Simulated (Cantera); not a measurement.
Source: NASA polynomial tables (part measured, part estimated), evaluated in Cantera. Values are per mole of reaction as written; species without (g) are pure solids or liquids, kept so even where they would boil at 1 bar. TaC: taken at fixed stoichiometry.

Between 300 and 698 K, where is each reaction favourable under standard conditions?
- 2 CO2(g) + 9 N2(g) + Ta2O5 = 9 N2O(g) + 2 TaC
- TaO2(g) + 2 C = 2 CO(g) + Ta


- 2 CO2(g) + 9 N2(g) + Ta2O5 = 9 N2O(g) + 2 TaC: ΔG° is 3348 kJ at 300 K and 3445 kJ at 698 K; it stays positive (K < 1). ΔH° is 3273 kJ and ΔS° -246 J/K at 698 K.
- TaO2(g) + 2 C = 2 CO(g) + Ta: ΔG° is -64 kJ at 300 K and -124 kJ at 698 K; it stays negative (K > 1). ΔH° is -17 kJ and ΔS° 153 J/K at 698 K.
